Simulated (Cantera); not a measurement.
Feed: 1 mol Si₃N₄, 0.011 mol CO₂, 23 mol H₂, equilibrated at 1625 K and 101000 Pa.

Method: chemical equilibrium by Gibbs-energy minimisation in Cantera with the NASA 1993 tables (ideal gas, pure condensed phases). Candidate condensed phases: C, C₆H₆, C₇H₈, C₈H₁₈, H₂O, Si, SiC, SiO₂, Si₂N₂O, Si₃N₄; 151 gas species. Mutual solubility and eutectic melting of coexisting phases are not modelled. Kinetics and transport are ignored.

Base state: H₂ 0.999, N₂ 0.000629, H 7.01e-5, CH₄ 2.12e-5, SiO 1.26e-5 (mole fractions); condensed: SiC(s) + Si₂N₂O(s) + Si₃N₄(s).

Problem. What changes in the equilibrium state with this change: temperature from 1625 K to 2173 K?

Solution. 
```tsv
species	before	after
H₂	0.999	0.914
N₂	0.000629	0.0796
H	7.01e-5	0.00458
SiO	1.26e-5	0.000710
SiN	2.55e-9	1.41e-5
Si₂N	3.52e-9	1.59e-5
Si	1.29e-7	0.000279
HNC	2.09e-8	1.80e-5
SiH	2.58e-7	0.000125
SiC(s), mol	0.0105	0
Si₂N₂O(s), mol	0.0217	0
Si₃N₄(s), mol	0.982	0
Si(l), mol	0	2.96
```
The tables' values for SiN are old estimates; treat these amounts as uncertain. Gases not in the tables: Si₂H₆ and higher silanes.
